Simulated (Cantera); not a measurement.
Cantera run:

```python
import numpy as np
import cantera as ct

gas_names = """
    Fe FeO N NO NO2 NO3 N2 N2O O O2 O3 S SN SO SO2 SO3 S2 S2O S8
""".split()
cond_names = """
    Fe(a) Fe(c) Fe(d) Fe(L) FeO(s) FeO(L) FeS(a) FeS(b) FeS(c) FeS(L) FeSO4(s) FeS2(s) Fe2O3(s)
    Fe2S3O12(s) Fe3O4(s) S(cr1) S(cr2) S(L)
""".split()


# ... load() reads the species with a 1 bar reference pressure and builds the phases ...
atoms = {
    'FeS': {'Fe': 1, 'S': 1},
    'O2': {'O': 2},
    'N2': {'N': 2},
}
top_T = {'FeSO4(s)': 950, 'FeS2(s)': 1010, 'Fe2O3(s)': 1830, 'Fe2S3O12(s)': 1100, 'Fe3O4(s)': 1870}  # K; cautious upper limits of use, not melting points


# ... equilibrate(T, P, feed) seeds the gas with the atoms and calls Mixture.equilibrate('TP', solver="vcs", rtol=1e-11, max_steps=5000) ...
results = []
feed = {'FeS': 1, 'O2': 0.53, 'N2': 2}  # mol
P = 200000  # Pa
for T in [775, 825, 875, 925, 975, 1025, 1075, 1125, 1175, 1225]:
    mix = equilibrate(T, P, feed)
    results.append((T, P, feed, dict(zip(mix.species_names, mix.species_moles))))
    x = sorted(zip(gas.X, gas.species_names), reverse=True)
    print(f"T = {T:g} K  P = {P:g} Pa  gas = {mix.phase_moles(0):.4g} mol")
    print("   x: " + "  ".join(f"{s} {v:.3e}" for v, s in x if v > 1e-05))
    print("   condensed (mol): " + ("  ".join(f"{mix.phase(i).name} {mix.phase_moles(i):.4g}"
          for i in range(1, mix.n_phases) if mix.phase_moles(i) > 1e-12) or "none"))
```

Output:

```
T = 775 K  P = 200000 Pa  gas = 2.148 mol
   x: N2 9.312e-01  SO2 6.858e-02  S2 1.489e-04  S2O 2.807e-05
   condensed (mol): FeS2(s) 0.426  Fe3O4(s) 0.1913
T = 825 K  P = 200000 Pa  gas = 2.148 mol
   x: N2 9.311e-01  SO2 6.836e-02  S2 5.025e-04  S2O 6.719e-05
   condensed (mol): FeS2(s) 0.4254  Fe3O4(s) 0.1915
T = 875 K  P = 200000 Pa  gas = 2.261 mol
   x: N2 8.847e-01  SO2 1.131e-01  S2 1.909e-03  S2O 2.276e-04
   condensed (mol): FeS(c) 0.4433  FeS2(s) 0.1457  Fe3O4(s) 0.137
T = 925 K  P = 200000 Pa  gas = 2.319 mol
   x: N2 8.623e-01  SO2 1.344e-01  S2 2.920e-03  S2O 3.314e-04
   condensed (mol): FeS(c) 0.6732  Fe3O4(s) 0.1089
T = 975 K  P = 200000 Pa  gas = 2.32 mol
   x: N2 8.622e-01  SO2 1.336e-01  S2 3.776e-03  S2O 3.904e-04
   condensed (mol): FeS(c) 0.6707  Fe3O4(s) 0.1098
T = 1025 K  P = 200000 Pa  gas = 2.32 mol
   x: N2 8.620e-01  SO2 1.327e-01  S2 4.765e-03  S2O 4.527e-04
   condensed (mol): FeS(c) 0.6678  Fe3O4(s) 0.1107
T = 1075 K  P = 200000 Pa  gas = 2.321 mol
   x: N2 8.618e-01  SO2 1.317e-01  S2 5.881e-03  S2O 5.172e-04  SO 1.546e-05
   condensed (mol): FeS(c) 0.6645  Fe3O4(s) 0.1118
T = 1125 K  P = 200000 Pa  gas = 2.321 mol
   x: N2 8.616e-01  SO2 1.306e-01  S2 7.119e-03  S2O 5.831e-04  SO 2.955e-05
   condensed (mol): FeS(c) 0.6609  Fe3O4(s) 0.113
T = 1175 K  P = 200000 Pa  gas = 2.322 mol
   x: N2 8.614e-01  SO2 1.294e-01  S2 8.469e-03  S2O 6.498e-04  SO 5.340e-05
   condensed (mol): FeS(c) 0.657  Fe3O4(s) 0.1143
T = 1225 K  P = 200000 Pa  gas = 2.323 mol
   x: N2 8.611e-01  SO2 1.281e-01  S2 9.917e-03  S2O 7.163e-04  SO 9.183e-05
   condensed (mol): FeS(c) 0.6528  Fe3O4(s) 0.1157
```

Equilibrium computed with Cantera from the NASA thermochemical tables; the gas is ideal and each condensed phase is pure. Mutual solubility and eutectic melting of coexisting phases are not modelled. FeS: taken at fixed stoichiometry. Gases not in the tables: S3 to S7.
